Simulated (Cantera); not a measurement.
## Transport properties of process gases

Gas mixture: O2 = 0.21 (molar parts), at 1330 Pa, frozen composition.

Cantera's kinetic-theory transport with the Lennard-Jones parameters of GRI-Mech 3.0, ideal gas; thermal conductivity in the mixture-averaged form.

```
T (K)  ρ (kg/m³)  cp (J/kg/K)  μ (µPa s)  λ (mW/m/K)     Pr  D (cm²/s) C2H2  D (cm²/s) CO2  D (cm²/s) OH
-----  ---------  -----------  ---------  ----------  -----  --------------  -------------  ------------
400       0.0128        941.4       25.6        33.9  0.713            21.3           20.1          40.5
650      0.00789         1017       36.0        51.6  0.709            49.8           47.2          92.4
900      0.00570         1074       44.7        67.6  0.710            86.8           82.4           159
1150     0.00446         1109       52.5        82.2  0.708             131            125           240
1400     0.00366         1134       59.7        95.7  0.707             182            173           332
1650     0.00311         1155       66.4         108  0.707             240            228           436
1900     0.00270         1174       72.7         121  0.707             303            289           551
2150     0.00239         1192       78.8         133  0.707             372            354           676
2400     0.00214         1209       84.6         145  0.707             446            425           811
```
D: mixture-averaged diffusion coefficient of that species in the mixture.
